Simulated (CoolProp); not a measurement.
Vapour-liquid equilibrium of dimethyl ether (1) + methanol (2) at 289.2 K; x and y are mole fractions of (1).

Computed with CoolProp (multi-fluid Helmholtz-energy mixture model, Wu 2011 and de Reuck 1993; pair parameters Bell 2016).

```tsv
x	bubble pressure (kPa)	y at the bubble point	dew pressure at overall composition x (kPa)	liquid density (mol/L)
0.05	58.76	0.827	11.05	24.14
0.15	139.8	0.931	12.34	22.90
0.25	201.8	0.954	13.97	21.73
0.35	248.4	0.965	16.09	20.62
0.45	283.8	0.971	18.98	19.58
0.55	312.3	0.975	23.13	18.59
0.65	338.0	0.979	29.63	17.65
0.75	364.1	0.983	41.19	16.75
0.85	394.0	0.988	67.59	15.89
0.95	430.4	0.995	186.4	15.07
```

No azeotrope shows between x = 0.05 and 0.95.

Pair parameters are fitted to limited data, so mixtures are less certain than the pure fluids. With so large a gap from Raoult's law the liquid may split in two, which this calculation doesn't test in full.
